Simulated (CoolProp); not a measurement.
Vapour-liquid equilibrium of n-pentane (1) + the fluoroketone C6F12O (FK-5-1-12) (2) at 0.218 MPa; x and y are mole fractions of (1).

Values from CoolProp's multi-fluid Helmholtz-energy mixture model, Thol 2019 and McLinden 2015; pair parameters Bell 2016.

```csv
x,bubble temperature (°C),y at the bubble point,dew temperature at overall composition x (°C),liquid density (mol/L)
0.05,68.8,0.152,71.7,4.706
0.15,61.6,0.375,68.8,?
0.25,56.8,0.506,65.7,5.243
0.35,?,0.580,62.4,5.511
0.45,52.9,0.622,58.9,5.796
0.55,52.4,0.646,55.3,?
0.65,52.3,0.663,52.4,6.470
0.75,52.4,0.685,53.6,6.881
0.85,53.2,0.731,56.3,7.348
0.95,56.5,0.856,?,7.850
```

Question: Fill in the missing entries.

Answer: 
- 0.15, liquid density (mol/L): 4.977
- 0.35, bubble temperature (°C): 54.2
- 0.55, liquid density (mol/L): 6.112
- 0.95, dew temperature at overall composition x (°C): 59.1

y crosses x between x = 0.65 and 0.75: the model has an azeotrope there.

The pair parameters rest on a limited set of measurements; away from them the model extrapolates.
